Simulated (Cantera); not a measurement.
## Iron carbonyl, mercury and lead vapours: Pb + O2 + N2

Charge: 1 mol Pb, 0.02 mol O2, 0.3 mol N2, held at 1300 K.

Cantera equilibrium calculation (NASA polynomials, part measured and part estimated; ideal gas, pure solids and liquids). Candidate condensed phases: Pb, PbO, PbO2, Pb3O4; 12 gas species. Each liquid is taken as pure. Mutual solubility and eutectic melting of coexisting phases are not modelled. Gases not in the tables: (PbO)n polymers. Equilibrium is a limit: real reactors are often held back by kinetics, nucleation or transport.

```json
[
 {"P (Pa)": "10", "x N2": "0.231", "x Pb": "0.738", "x PbO": "0.0307", "x Pb2": "1.98e-6", "x O2": "1.88e-5", "n Pb(l)": "0", "n PbO(l)": "0"},
 {"P (Pa)": "42", "x N2": "0.231", "x Pb": "0.738", "x PbO": "0.0308", "x Pb2": "8.31e-6", "x O2": "4.48e-6", "n Pb(l)": "0", "n PbO(l)": "0"},
 {"P (Pa)": "180", "x N2": "0.231", "x Pb": "0.738", "x PbO": "0.0308", "x Pb2": "3.56e-5", "x O2": "1.05e-6", "n Pb(l)": "0", "n PbO(l)": "0"},
 {"P (Pa)": "750", "x N2": "0.590", "x Pb": "0.350", "x PbO": "0.0602", "x Pb2": "3.33e-5", "x O2": "4.27e-6", "n Pb(l)": "0.782", "n PbO(l)": "0.00939"},
 {"P (Pa)": "3200", "x N2": "0.904", "x Pb": "0.0820", "x PbO": "0.0141", "x Pb2": "7.81e-6", "x O2": "1.00e-6", "n Pb(l)": "0.933", "n PbO(l)": "0.0353"},
 {"P (Pa)": "13000", "x N2": "0.976", "x Pb": "0.0202", "x PbO": "0.00347", "x Pb2": "1.92e-6", "x O2": "2.47e-7", "n Pb(l)": "0.954", "n PbO(l)": "0.0389"},
 {"P (Pa)": "56000", "x N2": "0.995", "x Pb": "0.00469", "x PbO": "0.000806", "x Pb2": "4.46e-7", "x O2": "5.72e-8", "n Pb(l)": "0.959", "n PbO(l)": "0.0398"},
 {"P (Pa)": "240000", "x N2": "0.999", "x Pb": "0.00109", "x PbO": "0.000188", "x Pb2": "1.04e-7", "x O2": "1.34e-8", "n Pb(l)": "0.960", "n PbO(l)": "0.0399"},
 {"P (Pa)": "1000000", "x N2": "1.000", "x Pb": "0.000262", "x PbO": "4.51e-5", "x Pb2": "2.50e-8", "x O2": "3.21e-9", "n Pb(l)": "0.960", "n PbO(l)": "0.0400"}
]
```
x: gas mole fraction; n: condensed amount in mol.

From 10.0 Pa to 180 Pa nothing is condensed. From 750 Pa to 1000000 Pa the condensed part is Pb(l) + PbO(l).
